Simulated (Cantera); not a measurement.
A freely propagating, adiabatic, planar premixed flame of CH4 : CO : O2 : N2 = 1 : 0.34 : 2.55 : 11.7 (molar parts), unburnt at 425 K and 5.00 bar; mixture-averaged transport, grid criteria slope 0.08 and curve 0.16, no radiation.

Detailed kinetics in Cantera: GRI-Mech 3.0 (53 species, 325 reactions). Burning velocities carry a grid error of a few per cent, more on coarse grids.

Problem. What does this change do: inlet temperature 425 to 500 K?

Solution. 
```json
[
 {"quantity": "laminar burning velocity", "before": "19.3 cm/s", "after": "28.3 cm/s"},
 {"quantity": "thermal thickness", "before": "0.199 mm", "after": "0.171 mm"},
 {"quantity": "peak x(CH2O)", "before": "0.000931", "after": "0.000980"},
 {"quantity": "peak x(C2H4)", "before": "0.000317", "after": "0.000328"},
 {"quantity": "peak x(HCO)", "before": "6.94e-6", "after": "9.14e-6"}
]
```
